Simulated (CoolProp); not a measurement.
Computed with CoolProp (reference Helmholtz-energy equation of state, Thol 2019).

Question: Give the vapour pressure (MPa), liquid density (kg/m³), vapour density (kg/m³), liquid cp (kJ/(kg K)) of saturated tetradecamethylhexasiloxane (MD4M) at 450.6, 561.2 K.

Answer: 
```
T (K)  p (MPa)  liquid density (kg/m³)  vapour density (kg/m³)  liquid cp (kJ/(kg K))
-----  -------  ----------------------  ----------------------  ---------------------
450.6   0.0105                     734                    1.31                   2.04
561.2    0.181                     598                    21.9                   2.27
```
